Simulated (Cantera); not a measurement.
A closed system holds: 1 mol Si₂H₆, 0.58 mol Cl₂, 54 mol H₂, held at 973 K and 0.00170 bar.

Equilibrium computed with Cantera from the NASA thermochemical tables; the gas is ideal and each condensed phase is pure. Candidate condensed phases: Si; 19 gas species. The feed counts by its element totals alone. The tables' values for SiCl₃ are old estimates; treat these amounts as uncertain. Equilibrium is a limit: real reactors are often held back by kinetics, nucleation or transport.

Base state: H₂ 0.984, HCl 0.0144, SiCl₄ 0.000915, SiHCl₃ 0.000350, SiCl₂ 0.000341, SiCl₃ 0.000104, SiH₂Cl₂ 1.40e-5 (mole fractions); condensed: Si(s).

Question: What changes in the equilibrium state with this change: pressure from 0.00170 bar to 0.0870 bar?

Answer: 
| species | before | after |
|---|---|---|
| H₂ | 0.984 | 0.989 |
| HCl | 0.0144 | 0.00657 |
| SiCl₄ | 0.000915 | 0.00199 |
| SiHCl₃ | 0.000350 | 0.00168 |
| SiH₂Cl₂ | 1.40e-5 | 0.000149 |
| SiCl₂ | 0.000341 | 7.02e-5 |
| Si(s), mol | 1.90 | 1.77 |

Question: What changes in the equilibrium state with this change: temperature from 973 K to 948 K?

Answer: 
```tsv
species	before	after
H₂	0.984	0.985
HCl	0.0144	0.0126
SiCl₄	0.000915	0.00133
SiCl₂	0.000341	0.000246
SiHCl₃	0.000350	0.000469
SiH₂Cl₂	1.40e-5	1.67e-5
Si(s), mol	1.90	1.88
```
